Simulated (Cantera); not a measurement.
A perfectly stirred reactor is fed with CH4 : H2 : H = 0.015 : 1 : 0.018 (molar parts), at 0.340 bar; it is held at 1925 K, and followed from long to short residence time.

Detailed kinetics in Cantera: GRI-Mech 3.0 (53 species, 325 reactions). GRI-Mech 3.0 stops at C3 and has no aromatics, soot or wall deposition, so with more carbon than oxygen in the feed, carbon stays in small species such as C2H2 where larger ones or solid carbon would form.

Question: What does this change do: H2 1 to 0.13 parts?

Answer: 
| quantity | before | after |
|---|---|---|
| x(CH4) at τ = 3.60 s | 0.00119 | 0.00293 |
| x(H2) at τ = 3.60 s | 0.991 | 0.952 |
| x(H) at τ = 3.60 s | 0.00165 | 0.00163 |
| x(C2H) at τ = 3.60 s | 1.57e-7 | 1.05e-6 |
| x(CH2) at τ = 3.60 s | 8.06e-8 | 2.07e-7 |
| x(CH4) at τ = 44.0 ms | 0.00643 | 0.0177 |
| x(H2) at τ = 44.0 ms | 0.988 | 0.944 |
| x(H) at τ = 44.0 ms | 0.00178 | 0.00188 |
| x(C2H) at τ = 44.0 ms | 1.01e-7 | 1.02e-6 |
| x(CH2) at τ = 44.0 ms | 4.91e-7 | 1.53e-6 |

Question: What does this change do: temperature 1925 to 2650 K?

Answer: 
```json
[
 {"quantity": "x(CH4) at τ = 3.60 s", "before": "0.00119", "after": "2.15e-5"},
 {"quantity": "x(H2) at τ = 3.60 s", "before": "0.991", "after": "0.916"},
 {"quantity": "x(H) at τ = 3.60 s", "before": "0.00165", "after": "0.0775"},
 {"quantity": "x(C2H) at τ = 3.60 s", "before": "1.57e-7", "after": "5.60e-5"},
 {"quantity": "x(CH2) at τ = 3.60 s", "before": "8.06e-8", "after": "4.49e-6"},
 {"quantity": "x(CH4) at τ = 44.0 ms", "before": "0.00643", "after": "6.14e-5"},
 {"quantity": "x(H2) at τ = 44.0 ms", "before": "0.988", "after": "0.918"},
 {"quantity": "x(H) at τ = 44.0 ms", "before": "0.00178", "after": "0.0752"},
 {"quantity": "x(C2H) at τ = 44.0 ms", "before": "1.01e-7", "after": "5.39e-5"},
 {"quantity": "x(CH2) at τ = 44.0 ms", "before": "4.91e-7", "after": "1.19e-5"}
]
```
